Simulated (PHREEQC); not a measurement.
A solution holds 0.038 mol H2SO4, 3.2e-05 mol CuSO4 and 0.0032 mol MgCl2 per kg of water, at 25 °C. Closed to the air; pH follows from the charge balance.

Computed with PHREEQC (ion-association model, phreeqc.dat).

This is a speciation only: nothing precipitates in the calculation.

Task: Order these S species by the share of S that they hold, largest first: MgSO4, HSO4-, SO4-2.

Result: HSO4- (66 %), SO4-2 (31 %), MgSO4 (2.8 %)

Task: Order these Cu species by the share of Cu that they hold, largest first: CuCl+, CuSO4, Cu+2.

Result: Cu+2 (69 %), CuSO4 (30 %), CuCl+ (0.53 %)

The pH is 1.37 and the ionic strength 0.0688 mol/kgw. Species that the database lacks are ignored.
